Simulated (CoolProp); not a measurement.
Aqueous ethylene glycol as a coolant, 32 % by mass, freezing at -16.2 °C, 1 atm.

The numbers come from the Melinder's fits for secondary coolants in CoolProp.

```csv
T (°C),viscosity (mPa s),cp (kJ/(kg K)),conductivity (W/(m K)),Prandtl number
-11.5,7.43,…,…,…
-4.3,5.43,3.600,…,45.0
2.9,4.08,…,0.441,33.5
10.1,3.14,3.648,0.448,25.6
17.3,2.48,3.671,0.454,20.0
24.5,2.00,3.694,…,16.0
31.7,1.65,3.716,0.467,13.1
38.9,1.38,3.738,0.473,10.9
```

**Question.** Complete the blanks.

**Answer.** 
- -11.5, cp (kJ/(kg K)): 3.576
- -11.5, conductivity (W/(m K)): 0.428
- -11.5, Prandtl number: 62.1
- -4.3, conductivity (W/(m K)): 0.435
- 2.9, cp (kJ/(kg K)): 3.624
- 24.5, conductivity (W/(m K)): 0.461
